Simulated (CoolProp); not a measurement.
A simple Rankine cycle with sulfur dioxide: condensing at 328.15 K, boiler at 5.79 MPa, turbine inlet 524 K, turbine efficiency 0.7, pump efficiency 0.8, no recuperator. Each further row changes one setting.

The numbers come from the reference Helmholtz-energy equation of state, Gao 2016 in CoolProp.

| case | thermal efficiency (%) | net work (kJ/kg) | heat in (kJ/kg) | turbine exit temperature (K) | volume ratio over the turbine |
|---|---|---|---|---|---|
| as stated | 13.5 | 59.0 | 438 | ? | ? |
| condensing temperature 320.15 K | 14.6 | 65.5 | 450 | ? | 6.05 |
| boiler pressure 4.05 MPa | 11.5 | 51.9 | ? | 426.0 | 3.58 |
| turbine efficiency 0.6 | ? | 49.9 | 438 | 411.3 | ? |

Fill in the missing entries.


- as stated, turbine exit temperature (K): 399.2
- as stated, volume ratio over the turbine: 4.96
- condensing temperature 320.15 K, turbine exit temperature (K): 387.3
- boiler pressure 4.05 MPa, heat in (kJ/kg): 451
- turbine efficiency 0.6, thermal efficiency (%): 11.4
- turbine efficiency 0.6, volume ratio over the turbine: 5.14
